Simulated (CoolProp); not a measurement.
Vapour-liquid equilibrium of acetone (1) + ethanol (2) at 290.7 K; x and y are mole fractions of (1).

Values from CoolProp's multi-fluid Helmholtz-energy mixture model, Lemmon 2006 and Schroeder 2014; pair parameters Bell 2016.

```
x     bubble pressure, mixture model (MPa)  bubble pressure, Raoult's law (MPa)  y, mixture model  y, Raoult's law
----  ------------------------------------  -----------------------------------  ----------------  ---------------
0.05                              0.007056                             0.005916             0.316            0.187
0.2                                0.01147                             0.008467             0.633            0.521
0.35                               0.01435                              0.01102             0.745            0.701
0.5                                0.01643                              0.01357             0.810            0.813
0.65                               0.01818                              0.01612             0.862            0.890
0.8                                0.01983                              0.01867             0.915            0.946
0.95                               0.02150                              0.02122             0.976            0.988
```

The largest gap from Raoult's law is +35.5 % in bubble pressure, at x = 0.2. No azeotrope shows between x = 0.05 and 0.95.

The pair parameters rest on a limited set of measurements; away from them the model extrapolates.
